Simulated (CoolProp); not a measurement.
R1234ze(E) at several states: fugacity coefficient from the reference equation and from simpler models built on Tc = 382.5 K, pc = 3.635 MPa, ω = 0.313; each cubic takes its own stable root.

Model: reference Helmholtz-energy equation of state, Thol 2016, in CoolProp.

```
T (K)  p (MPa)   phase  reference
-----  -------  ------  ---------
187.1   0.0286  liquid    0.05149
343.4   0.0371     gas     0.9948
315.1     9.37  liquid     0.1017
249.1     6.94  liquid    0.01498
```

Task: How far does each simpler model (van der Waals, Redlich-Kwong, Soave-Redlich-Kwong) lie from the reference over these 4 states: mean and median of the absolute difference, and the worst?

Result: 
- van der Waals: mean 625.1 %, median 340.7 %, worst +1819.0 % at 187.1 K and 0.0286 MPa
- Redlich-Kwong: mean 114.2 %, median 74.5 %, worst +307.8 % at 187.1 K and 0.0286 MPa
- Soave-Redlich-Kwong: mean 2.7 %, median 2.3 %, worst +6.3 % at 315.1 K and 9.37 MPa

At some of these states van der Waals gives the other phase, because its saturation line lies elsewhere.
